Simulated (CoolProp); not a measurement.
Values from CoolProp's reference Helmholtz-energy equation of state, Jacobsen 1992.

Q: For R11, give the phase and the isothermal compressibility (1/MPa), fugacity coefficient at 430.4 K and 5.32 MPa.

A: 
- 430.4 K and 5.32 MPa: liquid; isothermal compressibility 0.0123, fugacity coefficient 0.376
